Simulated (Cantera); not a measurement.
Charge: 1 mol Zr, 0.18 mol H2O, 0.79 mol N2.

Cantera equilibrium calculation (NASA polynomials, part measured and part estimated; ideal gas, pure solids and liquids). Candidate condensed phases: H2O, Zr, ZrN, ZrO2; 28 gas species. Mutual solubility and eutectic melting of coexisting phases are not modelled. ZrN: taken at fixed stoichiometry. Condensed phases not in the tables: solid solutions among these carbides, nitrides and lower oxides. Equilibrium is a limit: real reactors are often held back by kinetics, nucleation or transport.

Q: What condenses at these points (T in K, P in Pa): (2323, 1000); (2323, 0.10); (2423, 10000); (2223, 100000); (2423, 0.10); (1823, 0.10)?

A: 
| T (K) | P in Pa | condensed phases | Zr condensed (%) |
|---|---|---|---|
| 2323 | 1000 | ZrN + ZrO2 | 100.0 |
| 2323 | 0.10 | ZrN | 54.5 |
| 2423 | 10000 | ZrN + ZrO2 | 100.0 |
| 2223 | 100000 | ZrN + ZrO2 | 100.0 |
| 2423 | 0.10 | gas only | 0.0 |
| 1823 | 0.10 | ZrN + ZrO2 | 100.0 |
